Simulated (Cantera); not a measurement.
Feed: 1 mol Al(CH3)3, 4.1 mol N2, 9.1 mol H2, equilibrated at 873.15 K and 11.0 mbar.

These are equilibrium values from Cantera (NASA tables, ideal gas, pure condensed phases), not measurements of a reactor. Candidate condensed phases: Al, AlN, C, C6H6, C7H8, C8H18; 97 gas species. The feed counts by its element totals alone. Equilibrium is a limit: real reactors are often held back by kinetics, nucleation or transport.

Base state: H2 0.787, N2 0.210, CH4 0.00305 (mole fractions); condensed: AlN(s) + C(graphite).

What changes in the equilibrium state with this change: Al(CH3)3 replaced by AlCl3?


```tsv
species	before	after
H2	0.787	0.590
N2	0.210	0.272
HCl	0	0.102
AlCl3	0	0.0365
CH4	0.00305	0
Al2Cl6	0	1.11e-5
AlN(s), mol	1.00	0.481
C(graphite), mol	2.95	0
```
Further candidate phases: AlCl3, NH4Cl.

What changes in the equilibrium state with this change: N2 from 4.1 to 20 mol?


| species | before | after |
|---|---|---|
| N2 | 0.210 | 0.590 |
| H2 | 0.787 | 0.410 |
| CH4 | 0.00305 | 0.000826 |
| AlN(s), mol | 1.00 | 1.00 |
| C(graphite), mol | 2.95 | 2.97 |
